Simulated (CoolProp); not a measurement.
Vapour pressure (bar) of chlorine: the reference equation beside estimates from Tc = 416.9 K, pc = 76.42 bar, ω = 0.070.

Values from CoolProp's reference Helmholtz-energy equation of state, Thol 2021.

```csv
T (K),reference,Lee-Kesler,van der Waals,Redlich-Kwong
277.7,4.262,4.284,11.84,4.336
280.1,4.595,4.615,12.39,4.684
282.6,[?],4.979,12.98,5.068
285.1,5.351,5.364,13.59,[?]
287.5,[?],5.753,14.19,[?]
290,6.178,6.181,14.84,6.340
292.5,6.634,6.632,15.51,6.818
295,7.115,7.107,16.19,7.321
297.4,[?],7.586,16.87,7.828
299.9,8.132,8.110,17.59,8.383
302.4,8.690,8.659,18.33,8.966
304.9,9.276,9.236,19.09,9.576
307.3,9.865,9.815,19.84,10.19
```

Question: Fill in the missing entries.

Answer: 
- 282.6, reference: 4.962
- 285.1, Redlich-Kwong: 5.475
- 287.5, reference: 5.745
- 287.5, Redlich-Kwong: 5.887
- 297.4, reference: 7.601

Absolute difference from the reference over all 13 rows, mean and median: Lee-Kesler 0.3 and 0.3 %, van der Waals 136.0 and 133.8 %, Redlich-Kwong 2.7 and 2.8 %.
